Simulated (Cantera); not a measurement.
# Equilibrium for silicon nitride deposition: trisilylamine + N2

Input: 1 mol trisilylamine, 0.24 mol N2.

Method: chemical equilibrium by Gibbs-energy minimisation in Cantera with the NASA 1993 tables (ideal gas, pure condensed phases). Candidate condensed phases: Si, Si3N4; 18 gas species. The feed counts by its element totals alone. Mutual solubility and eutectic melting of coexisting phases are not modelled. Kinetics and transport are ignored.

### Question
Map the stable condensed phases over T = 1250, 1300, 1350, 1400, 1450, 1500, 1550, 1600, 1650, 1700, 1750, 1800, 1850 K and P in Pa = 5, 26, 140, 710, 3700, 19000, 100000.

### Answer
```
T in K \ P in Pa
              5     26    140    710   3700  19000 100000
   1850       A      A      A      A      A      B      B
   1800       A      A      A      A      A      B      B
   1750       A      A      A      A      B      B      B
   1700       A      A      A      A      B      B      B
   1650       A      A      A      B      B      B      B
   1600       A      A      A      B      B      B      B
   1550       A      A      B      B      B      B      B
   1500       A      A      B      B      B      B      B
   1450       A      B      B      B      B      B      B
   1400       B      B      B      B      B      B      B
   1350       B      B      B      B      B      B      B
   1300       B      B      B      B      B      B      B
   1250       B      B      B      B      B      B      B
```
A: Si; B: Si + Si3N4.
